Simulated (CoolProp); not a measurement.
Model: reference Helmholtz-energy equation of state, Lemmon 2005, in CoolProp. It is a short technical equation, of lower accuracy than the large ones.

Problem. For isobutene, give the phase and the density (kg/m³), Joule-Thomson coefficient (K/MPa), isothermal compressibility (1/MPa), fugacity coefficient at 364.3 K and 852 kPa.

Solution. 
- 364.3 K and 852 kPa: gas; density 18.1, Joule-Thomson coefficient 15.6, isothermal compressibility 1.37, fugacity coefficient 0.885
